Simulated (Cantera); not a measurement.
**Thermodynamics of abatement and gas-phase synthesis, feed H2S + O2 + N2**

Input: 1 mol H2S, 0.22 mol O2, 4.4 mol N2, held at 0.133 bar.

Equilibrium computed with Cantera from the NASA thermochemical tables; the gas is ideal and each condensed phase is pure. Candidate condensed phases: H2O, H2SO4, S; 60 gas species. Ions and electrons are included (thermal ionisation). The numbers say what is thermodynamically allowed, not how fast it happens.

| T (K) | x N2 | x H | x S | x H2 | x S2 | x N | x H2O | x O | x SO | x SH |
|---|---|---|---|---|---|---|---|---|---|---|
| 2000 | 0.742 | 0.00144 | 0.00230 | 0.105 | 0.0700 | 2.13e-9 | 0.0535 | 7.37e-7 | 0.00680 | 0.00613 |
| 2500 | 0.715 | 0.0232 | 0.0253 | 0.114 | 0.0443 | 6.77e-7 | 0.0285 | 0.000162 | 0.0268 | 0.0123 |
| 3000 | 0.652 | 0.117 | 0.0757 | 0.0726 | 0.0119 | 3.08e-5 | 0.00995 | 0.00521 | 0.0356 | 0.00916 |
| 3500 | 0.586 | 0.221 | 0.111 | 0.0186 | 0.00208 | 0.000465 | 0.000864 | 0.0325 | 0.0151 | 0.00293 |
| 4000 | 0.562 | 0.249 | 0.124 | 0.00325 | 0.000395 | 0.00365 | 2.58e-5 | 0.0498 | 0.00259 | 0.000722 |
| 4500 | 0.548 | 0.252 | 0.126 | 0.000706 | 9.25e-5 | 0.0182 | 1.10e-6 | 0.0534 | 0.000465 | 0.000206 |
| 5000 | 0.511 | 0.246 | 0.123 | 0.000196 | 2.72e-5 | 0.0649 | 7.74e-8 | 0.0532 | 0.000107 | 7.06e-5 |
x: gas mole fraction; nothing condenses.

From 2000 K to 5000 K nothing is condensed.
